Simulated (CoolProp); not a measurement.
Aqueous ethanol as a coolant, at 2 °C, 1 atm.

Computed with CoolProp (Melinder's fits for secondary coolants).

```
mass %  freezing point (°C)  conductivity (W/(m K))  Prandtl number  density (kg/m³)  viscosity (mPa s)
------  -------------------  ----------------------  --------------  ---------------  -----------------
1.2                    -0.5                   0.558            13.6            997.6               1.79
9.4                    -4.1                       …            25.2            985.6                  …
17.6                   -9.2                   0.463            41.0            977.5               4.32
25.8                  -16.2                       …            56.7            969.2                  …
34                    -24.0                   0.380            67.2            958.2                  …
42.2                  -31.5                       …            71.1            943.9               6.35
50.4                  -37.9                   0.311            69.7            926.9               5.95
58.6                  -43.8                       …               …            908.8               5.28
```

Task: Fill in the missing entries.

Result: 
- 9.4, conductivity (W/(m K)): 0.509
- 9.4, viscosity (mPa s): 2.92
- 25.8, conductivity (W/(m K)): 0.420
- 25.8, viscosity (mPa s): 5.57
- 34, viscosity (mPa s): 6.28
- 42.2, conductivity (W/(m K)): 0.344
- 58.6, conductivity (W/(m K)): 0.281
- 58.6, Prandtl number: 64.1
